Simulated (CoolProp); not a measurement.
Properties of CH3F (R41) at several states.

Model: reference Helmholtz-energy equation of state, Lemmon 2006, in CoolProp. It is a short technical equation, of lower accuracy than the large ones.

```
T (°C)   p (MPa)   phase         Z  speed of sound (m/s)  expansivity (1/kK)  fugacity coefficient
-------  -------  ------  --------  --------------------  ------------------  --------------------
-26.75      15.4  liquid       ___                   ___                 ___                   ___
0.35         3.1  liquid   0.06787                   ___               5.268                   ___
-137.35   0.0423  liquid  0.001281                  1394                 ___                   ___
```

Q: Fill in the missing entries.

A: 
- -26.75, Z: 0.3213
- -26.75, speed of sound (m/s): 919.2
- -26.75, expansivity (1/kK): 2.758
- -26.75, fugacity coefficient: 0.06931
- 0.35, speed of sound (m/s): 619.1
- 0.35, fugacity coefficient: 0.5297
- -137.35, expansivity (1/kK): 1.838
- -137.35, fugacity coefficient: 0.01781
